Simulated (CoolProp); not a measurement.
The fluid at 446.08 K and 9.52 MPa is throttled through a valve to 2.06 MPa with no heat exchange. The same conditions are run with several fluids, on thermodynamics alone (safety and materials aside).

The numbers come from the reference Helmholtz-energy equation of state of each fluid (propyne: Polt 1992; sulfur hexafluoride: Guder 2009; nitrous oxide: Lemmon 2006; methane: Setzmann 1991; nitrogen: Span 2000) in CoolProp. The equations of Platzer and Polt are older, rougher fits.

### Question
Rank propyne, sulfur hexafluoride, nitrous oxide, methane, nitrogen by temperature change (K), highest first.

### Answer
nitrogen (-3.8), methane (-11.4), sulfur hexafluoride (-25.9), nitrous oxide (-33.6), propyne (-83.4)

```
fluid                final density (kg/m³)
-------------------  ---------------------
propyne                               34.9
sulfur hexafluoride                   92.6
nitrous oxide                         27.5
methane                               9.19
nitrogen                              15.6
```
